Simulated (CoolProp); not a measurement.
Vapour-liquid equilibrium of CH2F2 (R32) (1) + isobutane (2) at 319.2 K; x and y are mole fractions of (1).

Values from CoolProp's multi-fluid Helmholtz-energy mixture model, Tillner-Roth 1997 and Bücker 2006; pair parameters Bell 2016.

| x | bubble pressure (kPa) | y at the bubble point | dew pressure at overall composition x (kPa) | liquid density (mol/L) |
|---|---|---|---|---|
| 0.05 | 968.0 | 0.335 | 656.7 | 9.156 |
| 0.2 | 1758 | 0.621 | 792.7 | ___ |
| 0.35 | 2229 | 0.705 | 992.4 | 10.17 |
| 0.5 | 2511 | 0.749 | 1314 | ___ |
| 0.65 | 2712 | 0.789 | 1903 | 11.62 |
| 0.8 | 2866 | 0.845 | ___ | 13.03 |
| 0.95 | 2911 | 0.945 | 2908 | 15.46 |

Question: Some entries are withheld; supply them.

Answer: 
- 0.2, liquid density (mol/L): 9.648
- 0.5, liquid density (mol/L): 10.78
- 0.8, dew pressure at overall composition x (kPa): 2752

y crosses x between x = 0.8 and 0.95: the model has an azeotrope there.

Pair parameters are fitted to limited data, so mixtures are less certain than the pure fluids. With so large a gap from Raoult's law the liquid may split in two, which this calculation doesn't test in full.
